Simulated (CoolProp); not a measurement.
Vapour pressure (kPa) of chlorine: the reference equation beside estimates from Tc = 143.7 °C, pc = 7642 kPa, ω = 0.070. Clausius-Clapeyron is anchored at 3.15 °C with a constant enthalpy of vaporisation of 18.71 kJ/mol.

Model: reference Helmholtz-energy equation of state, Thol 2021, in CoolProp.

| T (°C) | reference | Lee-Kesler | Clausius-Clapeyron | van der Waals | Redlich-Kwong | Peng-Robinson |
|---|---|---|---|---|---|---|
| 3.15 | 407.7 | 410.0 | 407.7 | 1153 | 414.2 | 412.7 |
| 9.55 | ? | 499.4 | 490.2 | 1301 | 508.4 | 501.5 |
| 16.05 | 603.7 | 604.2 | 586.3 | 1463 | 619.3 | 605.6 |
| 22.45 | 723.5 | 722.5 | 693.9 | 1636 | 744.5 | 723.1 |
| 28.95 | 862.2 | 859.2 | 817.4 | 1824 | 889.4 | 859.1 |
| 35.45 | 1019 | 1014 | 956.3 | 2026 | 1053 | 1013 |
| 41.85 | 1194 | 1185 | ? | 2238 | 1235 | 1184 |
| 48.35 | ? | 1379 | 1281 | 2468 | 1440 | 1378 |
| 54.75 | 1609 | 1592 | 1469 | 2708 | 1664 | 1592 |
| 61.25 | 1853 | 1831 | 1679 | ? | 1916 | ? |
| 67.75 | 2122 | 2095 | 1909 | 3241 | ? | 2097 |

What belongs in the gaps?


- 9.55, reference: 497.7
- 41.85, Clausius-Clapeyron: 1109
- 48.35, reference: 1392
- 61.25, van der Waals: 2967
- 61.25, Peng-Robinson: 1832
- 67.75, Redlich-Kwong: 2193

Absolute difference from the reference over all 11 rows, mean and median: Lee-Kesler 0.7 and 0.6 %, Clausius-Clapeyron 5.7 and 6.2 %, van der Waals 106.3 and 98.8 %, Redlich-Kwong 3.0 and 3.3 %, Peng-Robinson 0.8 and 0.8 %.
